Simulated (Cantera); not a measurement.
Input: 1 mol Si3N4, 0.0014 mol H2O, 3.9 mol N2, at 10.5 Torr.

These are equilibrium values from Cantera (NASA tables, ideal gas, pure condensed phases), not measurements of a reactor. Candidate condensed phases: H2O, Si, SiO2, Si2N2O, Si3N4; 35 gas species. Mutual solubility and eutectic melting of coexisting phases are not modelled. The numbers say what is thermodynamically allowed, not how fast it happens. All values below are at 977 °C.

Base state: N2 1.000, H2 0.000359 (mole fractions); condensed: Si2N2O(s) + Si3N4(s).

Task: What changes in the equilibrium state with this change: 0.67 mol NH3 added?

Result: 
```
species           before    after
--------------  --------  -------
N2                 1.000    0.808
H2              0.000359    0.192
Si2N2O(s), mol   0.00140  0.00140
Si3N4(s), mol      0.999    0.999
```
